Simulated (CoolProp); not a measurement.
Isohexane at 441.23 K and 0.953 MPa is throttled through a valve to 0.489 MPa with no heat exchange. Each further row changes one setting.

The numbers come from the reference Helmholtz-energy equation of state, Lemmon 2006 in CoolProp. It is a short technical equation, of lower accuracy than the large ones.

| case | temperature change (K) | final density (kg/m³) |
|---|---|---|
| as stated | (withheld) | (withheld) |
| outlet pressure 0.147 MPa | (withheld) | 3.64 |
| outlet pressure 0.636 MPa | (withheld) | (withheld) |

Problem. What belongs in the gaps?

Solution. 
- as stated, temperature change (K): -6.7
- as stated, final density (kg/m³): 12.9
- outlet pressure 0.147 MPa, temperature change (K): -11.1
- outlet pressure 0.636 MPa, temperature change (K): -4.7
- outlet pressure 0.636 MPa, final density (kg/m³): 17.3
